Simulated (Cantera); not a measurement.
An adiabatic, constant-pressure homogeneous reactor starts with 19.5 % CH4, 16.9 % O2, 63.6 % N2, equivalence ratio 2.3, at 1325 K and 0.987 atm.

Computed with Cantera and GRI-Mech 3.0 (53 species, 325 reactions).

One state of this run: T (K) = 2218; x CH4 = 1.72e-10; x O2 = 3.93e-7; x C2H2 = <1e-12; x N2O = 2.03e-9; x CO2 = 0.0134. x: mole fraction; the columns are a selection and need not sum to one.

Problem. Which value of t (s) does it belong to?
(A) 0.0632
(B) 0.000200
(C) 0.00200
(D) 2.00e-6

Solution. A, 0.0632
